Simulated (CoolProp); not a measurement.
The numbers come from the reference Helmholtz-energy equation of state, Gao 2022 in CoolProp.

Question: Give the vapour pressure (MPa), vapour density (kg/m³), enthalpy of vaporisation (kJ/kg), liquid cp (kJ/(kg K)) of saturated n-perfluorobutane at -37.65 °C.

Answer: 
```json
[
 {"T (°C)": "-37.65", "p (MPa)": "0.0184", "vapour density (kg/m³)": "2.27", "enthalpy of vaporisation (kJ/kg)": "109", "liquid cp (kJ/(kg K))": "1.06"}
]
```
